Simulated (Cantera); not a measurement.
Charge: 1 mol toluene, 0.13 mol NH3, 1.5 mol N2, equilibrated at 502 °C and 1 atm.

Equilibrium computed with Cantera from the NASA thermochemical tables; the gas is ideal and each condensed phase is pure. Candidate condensed phases: C, C6H6, C7H8, C8H18; 92 gas species. Kinetics and transport are ignored.

Base state: H2 0.369, N2 0.348, CH4 0.282, NH3 0.000520 (mole fractions); condensed: C(graphite).

**Question.** What changes in the equilibrium state with this change: temperature from 502 °C to 2602 °C?

**Answer.** 
```json
[
 {"species": "H2", "before": "0.369", "after": "0.597"},
 {"species": "N2", "before": "0.348", "after": "0.226"},
 {"species": "H", "before": "<1e-9", "after": "0.0812"},
 {"species": "CH4", "before": "0.282", "after": "3.23e-5"},
 {"species": "C2H2 (acetylene)", "before": "<1e-9", "after": "0.0254"},
 {"species": "HCN", "before": "1.76e-8", "after": "0.0586"},
 {"species": "HNC", "before": "<1e-9", "after": "0.00997"},
 {"species": "CN", "before": "<1e-9", "after": "0.000727"},
 {"species": "C(graphite), mol", "before": "5.73", "after": "6.26"}
]
```

**Question.** What changes in the equilibrium state with this change: temperature from 502 °C to 950 °C?

**Answer.** 
```json
[
 {"species": "H2", "before": "0.369", "after": "0.719"},
 {"species": "N2", "before": "0.348", "after": "0.274"},
 {"species": "CH4", "before": "0.282", "after": "0.00699"},
 {"species": "HCN", "before": "1.76e-8", "after": "4.24e-5"},
 {"species": "NH3", "before": "0.000520", "after": "5.56e-5"},
 {"species": "C(graphite), mol", "before": "5.73", "after": "6.96"}
]
```

**Question.** What changes in the equilibrium state with this change: temperature from 502 °C to 2027 °C?

**Answer.** 
| species | before | after |
|---|---|---|
| H2 | 0.369 | 0.708 |
| N2 | 0.348 | 0.261 |
| HCN | 1.76e-8 | 0.0177 |
| CH4 | 0.282 | 0.000109 |
| H | <1e-9 | 0.00809 |
| C2H2 (acetylene) | <1e-9 | 0.00306 |
| HNC | <1e-9 | 0.00161 |
| CH3 | <1e-9 | 2.34e-5 |
| C(graphite), mol | 5.73 | 6.85 |
